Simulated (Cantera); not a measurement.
A closed system holds: 1 mol Si, 2.2 mol SF₆, 72 mol N₂, equilibrated at 698.15 K and 34.0 Pa.

Cantera equilibrium calculation (NASA polynomials, part measured and part estimated; ideal gas, pure solids and liquids). Candidate condensed phases: S, Si, Si₃N₄; 29 gas species. The tables' values for S₂F₂ (SSF₂), SF₃ are old estimates; treat these amounts as uncertain. Equilibrium is a limit: real reactors are often held back by kinetics, nucleation or transport.

What is the equilibrium state?


| Quantity | Value |
|---|---|
| x(N₂) | 0.958 |
| x(SF₄) | 0.0244 |
| x(SiF₄) | 0.0133 |
| x(SF₆) | 0.00395 |
| x(S₂F₂ (SSF₂)) | 0.000407 |
| x(SF₂) | 5.43e-5 |
| x(SF₃) | 2.91e-5 |
| gas amount | 75.17 mol |
| log10 activity of S(l) (absent) | -6.84 |
| log10 activity of Si(s) (absent) | -70.85 |
